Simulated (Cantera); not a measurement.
Equilibrium for fluorocarbon and chlorocarbon gases: CHF3 + H2 + F2

Charge: 1 mol CHF3, 2.4 mol H2, 0.64 mol F2, equilibrated at 2048.15 K and 4.90e-5 bar.

Method: chemical equilibrium by Gibbs-energy minimisation in Cantera with the NASA 1993 tables (ideal gas, pure condensed phases). Candidate condensed phases: C, C6H6, C7H8, C8H18; 95 gas species. Equilibrium is a limit: real reactors are often held back by kinetics, nucleation or transport.

* **x(HF)**: 0.807
* **x(H)**: 0.0983
* **x(H2)**: 0.0943
* **x(F)**: 0.000419
* **x(C2H2 (acetylene))**: 9.89e-5
* **x(CF)**: 2.45e-6
* **x(C2H)**: 2.27e-6
* **x(C3)**: 1.80e-6
* **x(C)**: 1.71e-6
* **n(C(graphite))**: 0.999 mol
* **gas amount**: 5.302 mol
